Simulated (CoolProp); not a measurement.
Model: reference Helmholtz-energy equation of state, Wu 2011, in CoolProp.

### Question
Give the vapour pressure (MPa), liquid density (kg/m³), vapour density (kg/m³), liquid viscosity (µPa s) of saturated dimethyl ether at 266.1, 291.6 K.

### Answer
```json
[
 {"T (K)": "266.1", "p (MPa)": "0.207", "liquid density (kg/m³)": "710", "vapour density (kg/m³)": "4.58", "liquid viscosity (µPa s)": "171"},
 {"T (K)": "291.6", "p (MPa)": "0.486", "liquid density (kg/m³)": "672", "vapour density (kg/m³)": "10.3", "liquid viscosity (µPa s)": "135"}
]
```

Viscosity comes from a separate model (Meng 2012).
